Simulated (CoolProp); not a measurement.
Computed with CoolProp (reference Helmholtz-energy equation of state, Smukala 2000).

Problem. For ethylene, give the phase and the Z, expansivity (1/kK) at 176.85 °C and 7000 kPa; 176.85 °C and 11200 kPa; 176.85 °C and 12600 kPa.

Solution. 
- 176.85 °C and 7000 kPa: supercritical; Z 0.912, expansivity 3.18
- 176.85 °C and 11200 kPa: supercritical; Z 0.873, expansivity 3.75
- 176.85 °C and 12600 kPa: supercritical; Z 0.863, expansivity 3.90
